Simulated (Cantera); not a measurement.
**Gas activation for diamond growth**

An isothermal, constant-pressure homogeneous reactor starts with CH4 : H2 : H = 0.025 : 1 : 0.0057 (molar parts), at 2225 K and 10.00 Torr.

Model: GRI-Mech 3.0 (53 species, 325 reactions), integrated in Cantera. GRI-Mech 3.0 stops at C3 and has no aromatics, soot or wall deposition, so with more carbon than oxygen in the feed, carbon stays in small species such as C2H2 where larger ones or solid carbon would form. Radical loss at walls, strong at low pressure, is not modelled.

| t (s) | x CH4 | x H2 | x H | x CH2 | x C2H6 | x C2H2 | x C2H |
|---|---|---|---|---|---|---|---|
| 1.00e-5 | 0.0233 | 0.971 | 0.00458 | 1.26e-6 | 2.15e-8 | 6.77e-10 | <1e-12 |
| 3.39e-5 | 0.0226 | 0.972 | 0.00403 | 5.49e-6 | 3.45e-7 | 9.20e-8 | 1.37e-11 |
| 0.000115 | 0.0224 | 0.972 | 0.00417 | 9.47e-6 | 7.14e-7 | 3.37e-6 | 5.33e-10 |
| 0.000389 | 0.0219 | 0.971 | 0.00500 | 1.31e-5 | 9.02e-7 | 4.85e-5 | 9.21e-9 |
| 0.00132 | 0.0201 | 0.969 | 0.00755 | 2.57e-5 | 1.36e-6 | 0.000462 | 1.33e-7 |
| 0.00447 | 0.0134 | 0.967 | 0.0129 | 4.81e-5 | 1.16e-6 | 0.00344 | 1.69e-6 |
| 0.0152 | 0.00379 | 0.967 | 0.0181 | 3.18e-5 | 1.31e-7 | 0.00921 | 6.39e-6 |
| 0.0514 | 0.000545 | 0.964 | 0.0243 | 9.26e-6 | 3.51e-9 | 0.0113 | 1.05e-5 |
| 0.174 | 7.24e-5 | 0.956 | 0.0319 | 2.22e-6 | 7.77e-11 | 0.0116 | 1.43e-5 |
| 0.590 | 1.15e-5 | 0.945 | 0.0438 | 6.83e-7 | 2.57e-12 | 0.0116 | 1.99e-5 |
| 2.00 | 6.09e-6 | 0.935 | 0.0537 | 5.56e-7 | <1e-12 | 0.0115 | 2.45e-5 |
x: mole fraction; the columns are a selection and need not sum to one.

Equilibrium at this temperature and pressure: CH4 5.92e-6, H2 0.934, H 0.0546, CH2 5.59e-7, C2H6 <1e-12, C2H2 0.0115, C2H 2.49e-5 (gas phase only).
